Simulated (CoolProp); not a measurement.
A closed Brayton cycle with carbon dioxide: compressor inlet 318.15 K and 8 MPa, high pressure 21 MPa, turbine inlet 715 K, compressor efficiency 0.8, turbine efficiency 0.93, recuperator effectiveness 0.8 (on enthalpy, no pinch check). Each further row changes one setting.

Values from CoolProp's reference Helmholtz-energy equation of state, Span 1996.

```tsv
case	thermal efficiency (%)	net work (kJ/kg)	compressor to turbine work	compressor exit (K)	turbine exit (K)
as stated	26.4	62.8	0.43	396.3	605.8
turbine inlet 665 K	___	53.3	___	396.3	560.0
compressor inlet 328.15 K	24.8	55.2	0.50	414.2	605.8
high pressure 17.8 MPa	___	55.0	0.41	382.4	624.1
recuperator effectiveness 0.5	20.2	62.8	0.43	396.3	605.8
```

Problem. Some entries are withheld; supply them.

Solution. 
- turbine inlet 665 K, thermal efficiency (%): 24.4
- turbine inlet 665 K, compressor to turbine work: 0.47
- high pressure 17.8 MPa, thermal efficiency (%): 24.9
